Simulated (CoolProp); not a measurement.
Vapour-liquid equilibrium of octamethyltrisiloxane (MDM) (1) + octamethylcyclotetrasiloxane (D4) (2) at 467.9 K; x and y are mole fractions of (1).

The numbers come from the multi-fluid Helmholtz-energy mixture model, Thol 2017 and Thol 2015; pair parameters Bell 2016 in CoolProp.

```json
[
 {"x": "0.05", "bubble pressure (kPa)": "(withheld)", "y at the bubble point": "0.080", "dew pressure at overall composition x (kPa)": "164.0", "liquid density (mol/L)": "2.493"},
 {"x": "0.15", "bubble pressure (kPa)": "177.8", "y at the bubble point": "(withheld)", "dew pressure at overall composition x (kPa)": "171.8", "liquid density (mol/L)": "2.505"},
 {"x": "0.25", "bubble pressure (kPa)": "188.9", "y at the bubble point": "0.346", "dew pressure at overall composition x (kPa)": "180.3", "liquid density (mol/L)": "2.517"},
 {"x": "0.35", "bubble pressure (kPa)": "199.7", "y at the bubble point": "0.457", "dew pressure at overall composition x (kPa)": "(withheld)", "liquid density (mol/L)": "2.530"},
 {"x": "0.45", "bubble pressure (kPa)": "210.4", "y at the bubble point": "(withheld)", "dew pressure at overall composition x (kPa)": "199.0", "liquid density (mol/L)": "2.543"},
 {"x": "0.55", "bubble pressure (kPa)": "(withheld)", "y at the bubble point": "0.653", "dew pressure at overall composition x (kPa)": "209.4", "liquid density (mol/L)": "2.556"},
 {"x": "0.65", "bubble pressure (kPa)": "231.9", "y at the bubble point": "0.740", "dew pressure at overall composition x (kPa)": "220.8", "liquid density (mol/L)": "2.568"},
 {"x": "0.75", "bubble pressure (kPa)": "242.9", "y at the bubble point": "0.821", "dew pressure at overall composition x (kPa)": "233.2", "liquid density (mol/L)": "(withheld)"},
 {"x": "0.85", "bubble pressure (kPa)": "254.0", "y at the bubble point": "0.897", "dew pressure at overall composition x (kPa)": "247.0", "liquid density (mol/L)": "(withheld)"},
 {"x": "0.95", "bubble pressure (kPa)": "265.5", "y at the bubble point": "(withheld)", "dew pressure at overall composition x (kPa)": "262.6", "liquid density (mol/L)": "2.605"}
]
```

Q: What belongs in the gaps?

A: 
- 0.05, bubble pressure (kPa): 166.3
- 0.15, y at the bubble point: 0.222
- 0.35, dew pressure at overall composition x (kPa): 189.3
- 0.45, y at the bubble point: 0.559
- 0.55, bubble pressure (kPa): 221.1
- 0.75, liquid density (mol/L): 2.581
- 0.85, liquid density (mol/L): 2.593
- 0.95, y at the bubble point: 0.967

No azeotrope shows between x = 0.05 and 0.95.

The pair parameters rest on a limited set of measurements; away from them the model extrapolates.
